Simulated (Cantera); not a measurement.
A closed system holds: 1 mol SiC, 0.092 mol Si, 9.5 mol N2, at 1675 K and 13.3 mbar.

Equilibrium computed with Cantera from the NASA thermochemical tables; the gas is ideal and each condensed phase is pure. Candidate condensed phases: C, Si, SiC, Si3N4; 20 gas species. Mutual solubility and eutectic melting of coexisting phases are not modelled. Equilibrium is a limit: real reactors are often held back by kinetics, nucleation or transport.

Base state: N2 1.000 (mole fractions); condensed: SiC(s) + Si3N4(s).

Question: What changes in the equilibrium state with this change: pressure from 13.3 mbar to 2.80 Pa?

Answer: 
```json
[
 {"species": "N2", "before": "1.000", "after": "0.990"},
 {"species": "Si", "before": "5.89e-6", "after": "0.00939"},
 {"species": "Si2C", "before": "3.05e-8", "after": "4.86e-5"},
 {"species": "Si2", "before": "4.15e-9", "after": "2.21e-5"},
 {"species": "Si2N", "before": "1.46e-7", "after": "3.56e-5"},
 {"species": "SiN", "before": "4.48e-7", "after": "3.26e-5"},
 {"species": "SiC(s), mol", "before": "1.00", "after": "1.000"},
 {"species": "Si3N4(s), mol", "before": "0.0306", "after": "0"}
]
```
The tables' values for SiN are old estimates; treat these amounts as uncertain.
